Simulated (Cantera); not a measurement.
# Thermodynamics of hydrogen reduction and annealing atmospheres, feed V2O3 + H2

Input: 1 mol V2O3, 28 mol H2, at 1.33 mbar.

Cantera equilibrium calculation (NASA polynomials, part measured and part estimated; ideal gas, pure solids and liquids). Candidate condensed phases: H2O, V, VO, V2O3, V2O4, V2O5; 12 gas species. Mutual solubility and eutectic melting of coexisting phases are not modelled. VO: taken at fixed stoichiometry. Condensed phases not in the tables: the oxides between V2O3 and V2O5 other than VO2. Rates play no part.

At 775 K the condensed part is V2O3(s). From 925 K to 1825 K the condensed part is VO(s) + V2O3(s).

| T (K) | log p H2 | log p H2O | log p H | log p VO2 | log p VO | n V2O3(s) | n VO(s) |
|---|---|---|---|---|---|---|---|
| 775 | -2.88 | -8.75 | -13.44 | <-14 | <-14 | 1.000 | 0 |
| 925 | -2.88 | -7.59 | -11.02 | <-14 | <-14 | 0.999 | 0.00109 |
| 1075 | -2.88 | -6.75 | -9.27 | <-14 | <-14 | 0.996 | 0.00743 |
| 1225 | -2.88 | -6.13 | -7.94 | -13.57 | -14.46 | 0.984 | 0.0313 |
| 1375 | -2.88 | -5.64 | -6.90 | -11.09 | -11.96 | 0.952 | 0.0955 |
| 1525 | -2.88 | -5.26 | -6.06 | -9.11 | -9.97 | 0.883 | 0.233 |
| 1675 | -2.88 | -4.94 | -5.38 | -7.50 | -8.35 | 0.758 | 0.484 |
| 1825 | -2.89 | -4.68 | -4.80 | -6.17 | -7.01 | 0.545 | 0.894 |
log p: log10 of the partial pressure in bar; n: condensed amount in mol.
